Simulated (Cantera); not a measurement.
A perfectly stirred reactor is fed with 9.51 % CH4, 19.0 % O2, 71.5 % N2, at 64000 Pa; it is adiabatic with a 673 K inlet, and is followed from long to short residence time, starting on the burning branch (τ in s: 0.37, 0.17, 0.074, 0.033, 0.015, 0.0066, 0.0029, 0.0013, 0.00058, 0.00026, 0.00012, 5.1e-05, 2.3e-05).

Model: GRI-Mech 3.0 (53 species, 325 reactions), integrated in Cantera.

**Question.** Predict: blow-out, bracketed by the residence times tried; x(CH4) at τ = 0.370 s; x(O2) at τ = 0.370 s; x(HO2) at τ = 0.370 s; x(O) at τ = 0.370 s; x(HCO) at τ = 0.370 s; x(CH4) at τ = 2.90 ms; x(O2) at τ = 2.90 ms; x(HO2) at τ = 2.90 ms; x(O) at τ = 2.90 ms; x(HCO) at τ = 2.90 ms.

**Answer.** 
```
Property                                                                       Value
------------------------------------------------  ----------------------------------
blow-out, bracketed by the residence times tried  burning at 51.0 µs, out at 23.0 µs
x(CH4) at τ = 0.370 s                                                        6.37e-7
x(O2) at τ = 0.370 s                                                         0.00970
x(HO2) at τ = 0.370 s                                                        1.23e-6
x(O) at τ = 0.370 s                                                          0.00100
x(HCO) at τ = 0.370 s                                                        1.33e-8
x(CH4) at τ = 2.90 ms                                                        4.01e-5
x(O2) at τ = 2.90 ms                                                          0.0176
x(HO2) at τ = 2.90 ms                                                        2.30e-6
x(O) at τ = 2.90 ms                                                          0.00308
x(HCO) at τ = 2.90 ms                                                        1.18e-6
```
